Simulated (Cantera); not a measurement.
Ignition delay

Mixture: 5.27 % CH₄, 19.9 % O₂, 74.9 % N₂, equivalence ratio 0.53, at 1.18 atm, adiabatic and at constant volume. Ignition delay is the time to a rise of 400 K.

Detailed kinetics in Cantera: GRI-Mech 3.0 (53 species, 325 reactions).

| T0 (K) | delay (ms) |
|---|---|
| 1250 | 13.6 |
| 1350 | 3.85 |
| 1450 | 1.28 |
| 1550 | 0.505 |
| 1650 | 0.231 |
| 1750 | 0.119 |
| 1850 | 0.0662 |
| 1950 | 0.0396 |

The apparent activation energy between 1750 and 1950 K is 160 kJ/mol.
